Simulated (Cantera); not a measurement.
# Pb + O2 + N2 (metals in furnace atmospheres)

Input: 1 mol Pb, a varied amount of O2, 28 mol N2, held at 1402 °C and 920000 Pa.

Equilibrium computed with Cantera from the NASA thermochemical tables; the gas is ideal and each condensed phase is pure. Candidate condensed phases: Pb, PbO, PbO2, Pb3O4; 12 gas species. Each liquid is taken as pure. Mutual solubility and eutectic melting of coexisting phases are not modelled. Gases not in the tables: (PbO)n polymers. Rates play no part.

```csv
n(O2) (mol),x N2,x O2,x Pb,x PbO,x NO,x Pb2,n Pb(l),n PbO(l)
0.014,0.987,1.48e-7,0.0121,0.000984,2.48e-6,1.36e-5,0.629,0
0.025,0.986,4.72e-7,0.0121,0.00176,4.42e-6,1.36e-5,0.607,0
0.046,0.985,1.59e-6,0.0121,0.00322,8.11e-6,1.36e-5,0.565,0
0.084,0.982,5.27e-6,0.0121,0.00587,1.47e-5,1.36e-5,0.488,0
0.15,0.981,7.33e-6,0.0121,0.00692,1.74e-5,1.36e-5,0.356,0.102
0.28,0.981,7.33e-6,0.0121,0.00692,1.74e-5,1.36e-5,0.0961,0.362
0.51,0.991,0.000828,0.00113,0.00692,0.000185,1.20e-7,0,0.773
0.93,0.977,0.0148,0.000269,0.00692,0.000777,6.75e-9,0,0.794
```
x: gas mole fraction; n: condensed amount in mol.

From 0.014 mol O2 to 0.084 mol O2 the condensed part is Pb(l). From 0.15 mol O2 to 0.28 mol O2 the condensed part is Pb(l) + PbO(l). From 0.51 mol O2 to 0.93 mol O2 the condensed part is PbO(l).
